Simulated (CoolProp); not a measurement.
The numbers come from the reference Helmholtz-energy equation of state, Gao 2022 in CoolProp.

### Question
For n-perfluorohexane, give the phase and the density (kg/m³), cp (kJ/(kg K)), speed of sound (m/s), expansivity (1/kK) at 176.85 °C and 10.9 bar.

### Answer
- 176.85 °C and 10.9 bar: gas; density 134, cp 1.11, speed of sound 78.2, expansivity 6.50
